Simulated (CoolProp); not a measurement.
R125 along the isobar 1.68 MPa: fugacity coefficient from the reference equation and from simpler models built on Tc = 339.2 K, pc = 3.618 MPa, ω = 0.305; each cubic takes its own stable root.

Values from CoolProp's reference Helmholtz-energy equation of state, Lemmon 2005.

```tsv
T (K)	phase	reference
326.4	gas	0.8209
351.2	gas	0.8623
376	gas	0.8921
400.8	gas	0.9143
425.6	gas	0.9314
450.4	gas	0.9447
475.2	gas	0.9552
500	gas	0.9637
```

Question: How far does each simpler model (van der Waals, Redlich-Kwong, Soave-Redlich-Kwong, Peng-Robinson) lie from the reference over these 8 states: mean and median of the absolute difference, and the worst?

Answer: 
- van der Waals: mean 1.3 %, median 1.3 %, worst +3.5 % at 326.4 K and 1.68 MPa
- Redlich-Kwong: mean 0.8 %, median 1.0 %, worst -1.1 % at 475.2 K and 1.68 MPa
- Soave-Redlich-Kwong: mean 0.4 %, median 0.4 %, worst +0.7 % at 500 K and 1.68 MPa
- Peng-Robinson: mean 1.0 %, median 1.0 %, worst -1.5 % at 351.2 K and 1.68 MPa
